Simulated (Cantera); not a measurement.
## N2O furnace oxynitridation

An isothermal, constant-pressure homogeneous reactor starts with 98.3 % N₂O, 1.67 % H₂O, at 1623 K and 0.0267 bar.

Computed with Cantera and GRI-Mech 3.0 (53 species, 325 reactions). GRI-Mech 3.0 was tuned for natural gas; its chemistry of N2O as a main component is partial and can be far from experiment. Radical loss at walls, strong at low pressure, is not modelled. The temperature is held fixed by assumption; the heat of reaction is taken as removed at once.

```json
[
 {"t (s)": "1.00e-5", "x N₂O": "0.983", "x H₂O": "0.0167", "x OH": "1.76e-7", "x H": "1.83e-11", "x H₂O₂": "<1e-12", "x NO": "1.30e-6", "x HO₂": "3.37e-10"},
 {"t (s)": "7.50e-5", "x N₂O": "0.983", "x H₂O": "0.0167", "x OH": "7.34e-6", "x H": "8.23e-9", "x H₂O₂": "9.74e-11", "x NO": "5.50e-5", "x HO₂": "1.11e-7"},
 {"t (s)": "0.000562", "x N₂O": "0.978", "x H₂O": "0.0166", "x OH": "0.000107", "x H": "2.27e-7", "x H₂O₂": "3.72e-8", "x NO": "0.000921", "x HO₂": "1.12e-5"},
 {"t (s)": "0.00422", "x N₂O": "0.945", "x H₂O": "0.0163", "x OH": "0.000295", "x H": "6.26e-7", "x H₂O₂": "9.46e-8", "x NO": "0.00729", "x HO₂": "2.40e-5"},
 {"t (s)": "0.0316", "x N₂O": "0.736", "x H₂O": "0.0151", "x OH": "0.000350", "x H": "7.78e-7", "x H₂O₂": "1.88e-8", "x NO": "0.0460", "x HO₂": "7.73e-6"},
 {"t (s)": "0.237", "x N₂O": "0.158", "x H₂O": "0.0119", "x OH": "0.000329", "x H": "1.61e-6", "x H₂O₂": "1.58e-9", "x NO": "0.149", "x HO₂": "6.16e-7"},
 {"t (s)": "1.78", "x N₂O": "6.54e-5", "x H₂O": "0.0111", "x OH": "0.000184", "x H": "4.98e-7", "x H₂O₂": "3.67e-10", "x NO": "0.174", "x HO₂": "6.51e-8"},
 {"t (s)": "13.3", "x N₂O": "7.58e-6", "x H₂O": "0.0111", "x OH": "0.000182", "x H": "4.75e-7", "x H₂O₂": "3.62e-10", "x NO": "0.172", "x HO₂": "6.56e-8"},
 {"t (s)": "100", "x N₂O": "6.60e-6", "x H₂O": "0.0111", "x OH": "0.000183", "x H": "4.72e-7", "x H₂O₂": "3.66e-10", "x NO": "0.161", "x HO₂": "6.68e-8"}
]
```
x: mole fraction; the columns are a selection and need not sum to one.

Equilibrium at this temperature and pressure: N₂O 2.17e-8, H₂O 0.0111, OH 0.000195, H 4.34e-7, H₂O₂ 4.18e-10, NO 0.00245, HO₂ 8.22e-8 (gas phase only).
